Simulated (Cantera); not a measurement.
An isothermal, constant-pressure homogeneous reactor starts with CH₄ : CO₂ = 1 : 0.44 (molar parts), at 1575 K and 0.493 atm.

Computed with Cantera and GRI-Mech 3.0 (53 species, 325 reactions). GRI-Mech 3.0 stops at C3 and has no aromatics, soot or wall deposition, so with more carbon than oxygen in the feed, carbon stays in small species such as C2H2 where larger ones or solid carbon would form.

### Question
Predict: x(CH₄) at 3.00 s; x(CO₂) at 3.00 s; x(H₂) at 3.00 s; x(OH) at 3.00 s; x(CH₂CO) at 3.00 s.

### Answer
| Item | Result |
|---|---|
| x(CH₄) at 3.00 s | 0.0359 (gas-phase equilibrium 0.0247) |
| x(CO₂) at 3.00 s | 0.0152 (gas-phase equilibrium 2.07e-7) |
| x(H₂) at 3.00 s | 0.482 (gas-phase equilibrium 0.573) |
| x(OH) at 3.00 s | 2.79e-7 (gas-phase equilibrium 3.10e-12) |
| x(CH₂CO) at 3.00 s | 1.81e-5 (gas-phase equilibrium 4.51e-7) |
